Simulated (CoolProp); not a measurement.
Vapour-liquid equilibrium of n-octane (1) + n-dodecane (2) at 69.65 °C; x and y are mole fractions of (1).

The numbers come from the multi-fluid Helmholtz-energy mixture model, Beckmüller 2019 and Lemmon 2004; pair parameters Bell 2016 in CoolProp.

```csv
x,"bubble pressure, mixture model (MPa)","bubble pressure, Raoult's law (MPa)","y, mixture model","y, Raoult's law"
0.05,0.001095,0.001171,0.645,0.669
0.125,0.002146,0.002314,?,0.846
0.2,0.003223,0.003458,0.898,0.905
0.275,0.004326,0.004601,0.931,0.936
0.35,0.005454,0.005745,0.951,0.954
0.425,?,0.006889,0.965,0.966
0.5,0.007769,0.008032,0.974,0.975
0.575,?,0.009176,0.981,0.981
0.65,0.01014,0.01032,0.986,0.986
0.725,?,0.01146,0.990,0.990
0.8,0.01252,0.01261,0.994,0.994
0.875,?,0.01375,0.996,0.996
0.95,?,0.01489,0.999,0.999
```

### Question
What belongs in the gaps?

### Answer

- 0.125, y, mixture model: 0.833
- 0.425, bubble pressure, mixture model (MPa): 0.006602
- 0.575, bubble pressure, mixture model (MPa): 0.008948
- 0.725, bubble pressure, mixture model (MPa): 0.01133
- 0.875, bubble pressure, mixture model (MPa): 0.01370
- 0.95, bubble pressure, mixture model (MPa): 0.01488

The largest gap from Raoult's law is -7.3 % in bubble pressure, at x = 0.125. No azeotrope shows between x = 0.05 and 0.95.

Pair parameters are fitted to limited data, so mixtures are less certain than the pure fluids.
